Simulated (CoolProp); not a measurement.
Saturation properties of water.

Model: reference Helmholtz-energy equation of state, Wagner 2002, in CoolProp.

```json
[
 {"T (K)": "392.3", "p (MPa)": "0.1934", "liquid density (kg/m³)": "943.8", "vapour density (kg/m³)": "1.094", "liquid cp (kJ/(kg K))": "4.242", "surface tension (mN/m)": "55.1"},
 {"T (K)": "399.4", "p (MPa)": "0.2413", "liquid density (kg/m³)": "938.0", "vapour density (kg/m³)": "1.346", "liquid cp (kJ/(kg K))": "4.254", "surface tension (mN/m)": "53.7"},
 {"T (K)": "406.6", "p (MPa)": "0.2994", "liquid density (kg/m³)": "931.9", "vapour density (kg/m³)": "1.648", "liquid cp (kJ/(kg K))": "4.268", "surface tension (mN/m)": "52.2"},
 {"T (K)": "413.7", "p (MPa)": "0.3672", "liquid density (kg/m³)": "925.6", "vapour density (kg/m³)": "1.996", "liquid cp (kJ/(kg K))": "4.284", "surface tension (mN/m)": "50.7"},
 {"T (K)": "420.8", "p (MPa)": "0.4469", "liquid density (kg/m³)": "919.2", "vapour density (kg/m³)": "2.400", "liquid cp (kJ/(kg K))": "4.301", "surface tension (mN/m)": "49.2"},
 {"T (K)": "428", "p (MPa)": "0.5414", "liquid density (kg/m³)": "912.4", "vapour density (kg/m³)": "2.876", "liquid cp (kJ/(kg K))": "4.320", "surface tension (mN/m)": "47.6"},
 {"T (K)": "435.1", "p (MPa)": "0.6495", "liquid density (kg/m³)": "905.5", "vapour density (kg/m³)": "3.415", "liquid cp (kJ/(kg K))": "4.341", "surface tension (mN/m)": "46.0"},
 {"T (K)": "442.3", "p (MPa)": "0.7760", "liquid density (kg/m³)": "898.3", "vapour density (kg/m³)": "4.042", "liquid cp (kJ/(kg K))": "4.365", "surface tension (mN/m)": "44.5"},
 {"T (K)": "449.4", "p (MPa)": "0.9192", "liquid density (kg/m³)": "891.0", "vapour density (kg/m³)": "4.748", "liquid cp (kJ/(kg K))": "4.390", "surface tension (mN/m)": "42.9"},
 {"T (K)": "456.5", "p (MPa)": "1.082", "liquid density (kg/m³)": "883.4", "vapour density (kg/m³)": "5.549", "liquid cp (kJ/(kg K))": "4.419", "surface tension (mN/m)": "41.3"},
 {"T (K)": "463.7", "p (MPa)": "1.270", "liquid density (kg/m³)": "875.5", "vapour density (kg/m³)": "6.470", "liquid cp (kJ/(kg K))": "4.450", "surface tension (mN/m)": "39.7"}
]
```

It boils at 373.1 K under 1 atm.

Surface tension comes from a separate correlation (Mulero 2012).
